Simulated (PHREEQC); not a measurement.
Make-up at 25 °C: 1.5 mmol/kgw Na2B4O7, 4.9 mmol/kgw NH4Cl and 0.15 mmol/kgw Cs2SO4. Closed to the air; pH follows from the charge balance.

Model: ion-association model, wateq4f.dat, run in PHREEQC.

```yaml
pH: 8.81
ionic_strength: 0.00710 mol/kgw
total_alkalinity: 3.00 meq/kg
```

```tsv
species	molality	activity	log γ
Cl-	0.00490	0.00448	-0.039
H3BO3	0.00425	0.00426	0.001
NH4+	0.00365	0.00334	-0.039
Na+	0.00300	0.00275	-0.038
H2BO3-	0.00175	0.00160	-0.040
NH3	0.00124	0.00124	0.000
Cs+	0.000300	0.000275	-0.039
SO4-2	0.000144	0.000101	-0.151
OH-	7.14e-6	6.52e-6	-0.039
NH4SO4-	4.77e-6	4.37e-6	-0.038
NaSO4-	1.52e-6	1.40e-6	-0.037
H+	1.66e-9	1.53e-9	-0.034
```

This is a speciation only: nothing precipitates in the calculation.
